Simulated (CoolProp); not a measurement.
Vapour-liquid equilibrium of n-butane (1) + cis-2-butene (2) at 0.937 MPa; x and y are mole fractions of (1).

Computed with CoolProp (multi-fluid Helmholtz-energy mixture model, Bücker 2006 and Lemmon 2005; pair parameters Bell 2016).

| x | bubble temperature, mixture model (°C) | bubble temperature, Raoult's law (°C) | y, mixture model | y, Raoult's law |
|---|---|---|---|---|
| 0.05 | 80.0 | 80.1 | 0.056 | 0.054 |
| 0.125 | 79.5 | 79.8 | 0.137 | 0.134 |
| 0.2 | 79.0 | 79.5 | 0.216 | 0.214 |
| 0.275 | 78.6 | 79.3 | 0.292 | 0.292 |
| 0.35 | 78.3 | 79.0 | 0.368 | 0.369 |
| 0.425 | 78.0 | 78.7 | 0.442 | 0.446 |
| 0.5 | 77.7 | 78.4 | 0.515 | 0.521 |
| 0.575 | 77.5 | 78.1 | 0.588 | 0.596 |
| 0.65 | 77.2 | 77.8 | 0.661 | 0.669 |
| 0.725 | 77.1 | 77.5 | 0.733 | 0.742 |
| 0.8 | 76.9 | 77.3 | 0.806 | 0.813 |
| 0.875 | 76.7 | 77.0 | 0.879 | 0.884 |
| 0.95 | 76.6 | 76.7 | 0.951 | 0.954 |

The largest gap from Raoult's law is -0.7 K in bubble temperature, at x = 0.425. No azeotrope shows between x = 0.05 and 0.95.

The pair parameters rest on a limited set of measurements; away from them the model extrapolates.
